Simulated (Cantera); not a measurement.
Cantera run:

```python
import numpy as np
import cantera as ct

gas_names = """
    CL CL2 H HCL H2 N NH NH2 NH3 N2 N2H2 N2H4 Si SiCL SiCL2 SiCL3 SiCL4 SiH SiHCL3 SiH2 SiH2CL2 SiH3
    SiH3CL SiH4 SiN Si2 Si2N Si3
""".split()
cond_names = """
    NH4CL(a) NH4CL(b) Si(cr) Si(L) Si3N4(a)
""".split()


# ... load() reads the species with a 1 bar reference pressure and builds the phases ...
atoms = {
    'SiHCl3': {'Si': 1, 'H': 1, 'CL': 3},
    'HCl': {'H': 1, 'CL': 1},
    'N2': {'N': 2},
}
top_T = {'Si3N4(a)': 2400}  # K; cautious upper limits of use, not melting points


# ... equilibrate(T, P, feed) seeds the gas with the atoms and calls Mixture.equilibrate('TP', solver="vcs", rtol=1e-11, max_steps=5000) ...
results = []
feed = {'SiHCl3': 1, 'HCl': 0.97, 'N2': 12}  # mol
P = 41000  # Pa
for T in [950, 1000, 1050, 1100, 1150, 1200, 1250, 1300, 1350, 1400, 1450, 1500, 1550, 1600]:
    mix = equilibrate(T, P, feed)
    results.append((T, P, feed, dict(zip(mix.species_names, mix.species_moles))))

top = {s: max(r[3][s] / sum(r[3][g] for g in gas_names) for r in results) for s in gas_names}
cols = sorted((s for s in top if top[s] > 0.001), key=lambda s: -top[s])[:8]
seen = [c for c in cond_names if any(r[3].get(c, 0) > 1e-12 for r in results)]
print("log10 of partial pressures in bar; condensed amounts in mol")
print(f"{'T/K':>10s}" + "".join(f"{s[:9]:>10s}" for s in cols + seen))
for T, P, feed, n in results:
    ng = sum(n[g] for g in gas_names)
    print(f"{T:10.4g}" + "".join(f"{np.log10(max(n[s] / ng * P / 1e5, 1e-99)):10.3f}" for s in cols)
          + "".join(f"{n.get(c, 0):10.4g}" for c in seen))
```

It prints:

```
log10 of partial pressures in bar; condensed amounts in mol
       T/K        N2       HCL     SiCL4        H2     SiCL2     SiCL3  Si3N4(a)
       950    -0.465    -1.413    -1.716    -2.029    -8.179    -5.709    0.1129
      1000    -0.465    -1.403    -1.722    -2.051    -7.406    -5.256    0.1156
      1050    -0.466    -1.394    -1.727    -2.072    -6.707    -4.846    0.1179
      1100    -0.466    -1.387    -1.732    -2.091    -6.074    -4.475    0.1198
      1150    -0.466    -1.380    -1.736    -2.109    -5.497    -4.136    0.1215
      1200    -0.466    -1.374    -1.742    -2.125    -4.970    -3.827    0.1228
      1250    -0.466    -1.370    -1.748    -2.140    -4.486    -3.544    0.1236
      1300    -0.466    -1.366    -1.756    -2.154    -4.042    -3.286    0.1237
      1350    -0.467    -1.363    -1.768    -2.165    -3.634    -3.050    0.1227
      1400    -0.467    -1.361    -1.785    -2.175    -3.260    -2.837    0.1199
      1450    -0.468    -1.360    -1.813    -2.180    -2.917    -2.647     0.114
      1500    -0.468    -1.362    -1.857    -2.181    -2.608    -2.483    0.1036
      1550    -0.470    -1.368    -1.925    -2.175    -2.332    -2.351   0.08649
      1600    -0.471    -1.377    -2.028    -2.159    -2.093    -2.256   0.06129
```

Cantera equilibrium calculation (NASA polynomials, part measured and part estimated; ideal gas, pure solids and liquids). N2 is the only nitrogen source here; it is nearly inert below about 1500 K, so the nitride shown seldom forms there in practice. The tables' values for SiCl3 are old estimates; treat these amounts as uncertain.
